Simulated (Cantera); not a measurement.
What does this Cantera script print?

```python
import numpy as np
import cantera as ct

gas_names = """
    O NH3 N
""".split()
cond_names = """
    SrO(s) SrO(L) SrO2H2(s) SrO2H2(L)
""".split()


# ... load() reads the species with a 1 bar reference pressure and builds the phases ...
species = {s.name: s for s in load("nasa_gas.yaml", gas_names) + load("nasa_condensed.yaml", cond_names)}
# Each term lists the table entries of one substance; the one whose range holds T is used.
reactions = {
    '3 O(g) + 3 SrO + 2 NH3(g) = 3 Sr(OH)2 + 2 N(g)':
        [(-3, ['O']), (-3, ['SrO(s)', 'SrO(L)']), (-2, ['NH3']), (3, ['SrO2H2(s)', 'SrO2H2(L)']), (2, ['N'])],
}


def pick(names, T):
    return next(species[n] for n in names if species[n].thermo.min_temp <= T <= species[n].thermo.max_temp)


results = []
for label, terms in reactions.items():
    print(label)
    print("     T/K   dH/kJ  dS/(J/K)   dG/kJ   log10 K")
    for T in [523, 598, 673, 748, 823, 898, 973, 1048, 1123]:
        used = [(nu, pick(names, T)) for nu, names in terms]
        dH = sum(nu * s.thermo.h(T) for nu, s in used) / 1e6
        dS = sum(nu * s.thermo.s(T) for nu, s in used) / 1e3
        dG = dH - T * dS / 1e3
        logK = -dG * 1e6 / (ct.gas_constant * T * np.log(10))
        results.append((label, T, dH, dS, dG, logK, [s.name for _, s in used]))
        print(f"{T:8g} {dH:8.1f} {dS:8.1f} {dG:8.1f} {logK:8.2f}")
```

It prints:

```
3 O(g) + 3 SrO + 2 NH3(g) = 3 Sr(OH)2 + 2 N(g)
     T/K   dH/kJ  dS/(J/K)   dG/kJ   log10 K
     523   -835.7   -426.1   -612.8    61.20
     598   -830.8   -417.4   -581.2    50.76
     673   -824.3   -407.2   -550.2    42.71
     748   -816.0   -395.6   -520.1    36.32
     823   -741.0   -299.9   -494.2    31.36
     898   -727.4   -284.1   -472.3    27.47
     973   -714.2   -269.9   -451.5    24.24
    1048   -701.4   -257.3   -431.8    21.52
    1123   -689.0   -245.8   -412.9    19.21
```

Source: NASA polynomial tables (part measured, part estimated), evaluated in Cantera. Condensed species are held in their standard states even where they would react or evaporate.
